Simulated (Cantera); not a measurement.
Cantera run:

```python
import numpy as np
import cantera as ct

gas_names = [...]  # 109 gases of nasa_gas.yaml made of C, Cl, H, Si
cond_names = """
    C(gr) C6H6(L) C7H8(L) C8H18(L),n-octa Si(cr) Si(L) SiC(b)
""".split()


# ... load() reads the species with a 1 bar reference pressure and builds the phases ...
atoms = {
    'SiHCl3': {'Si': 1, 'H': 1, 'CL': 3},
    'C2H2': {'C': 2, 'H': 2},
    'H2': {'H': 2},
}
top_T = {'C(gr)': 4500, 'SiC(b)': 3050}  # K; cautious upper limits of use, not melting points


# ... equilibrate(T, P, feed) seeds the gas with the atoms and calls Mixture.equilibrate('TP', solver="gibbs", rtol=1e-10, max_steps=50000) ...
results = []
feed = {'SiHCl3': 1, 'C2H2': 0.68, 'H2': 12}  # mol
P = 10000  # Pa
for T in [900, 1050, 1200, 1350, 1500, 1650, 1800, 1950, 2100, 2250]:
    mix = equilibrate(T, P, feed)
    results.append((T, P, feed, dict(zip(mix.species_names, mix.species_moles))))

top = {s: max(r[3][s] / sum(r[3][g] for g in gas_names) for r in results) for s in gas_names}
cols = sorted((s for s in top if top[s] > 1e-06), key=lambda s: -top[s])[:5]
seen = [c for c in cond_names if any(r[3].get(c, 0) > 1e-12 for r in results)]
print("log10 of partial pressures in bar; condensed amounts in mol")
print(f"{'T/K':>10s}" + "".join(f"{s[:9]:>10s}" for s in cols + seen))
for T, P, feed, n in results:
    ng = sum(n[g] for g in gas_names)
    print(f"{T:10.4g}" + "".join(f"{np.log10(max(n[s] / ng * P / 1e5, 1e-99)):10.3f}" for s in cols)
          + "".join(f"{n.get(c, 0):10.4g}" for c in seen))
```

Output:

```
log10 of partial pressures in bar; condensed amounts in mol
       T/K        H2       HCL     SiCL4       CH4         H     C(gr)    SiC(b)
       900    -1.056    -2.249    -2.409    -2.618   -10.460    0.5898     0.438
      1050    -1.071    -1.898    -2.708    -3.385    -8.627    0.6038    0.6972
      1200    -1.092    -1.737    -3.313    -3.985    -7.251    0.4312    0.9137
      1350    -1.098    -1.700    -4.150    -4.435    -6.172    0.3792    0.9753
      1500    -1.098    -1.697    -4.928    -4.787    -5.304    0.3803    0.9771
      1650    -1.098    -1.701    -5.586    -5.073    -4.591     0.393    0.9647
      1800    -1.098    -1.707    -6.146    -5.309    -3.995    0.4102     0.945
      1950    -1.098    -1.716    -6.631    -5.509    -3.490    0.4275    0.9191
      2100    -1.100    -1.729    -7.063    -5.682    -3.056    0.4388    0.8866
      2250    -1.106    -1.747    -7.458    -5.838    -2.682    0.4406    0.8373
```

Cantera equilibrium calculation (NASA polynomials, part measured and part estimated; ideal gas, pure solids and liquids). The tables' values for SiCl, SiCl3 are old estimates; treat these amounts as uncertain. Gases not in the tables: Si2H6 and higher silanes.
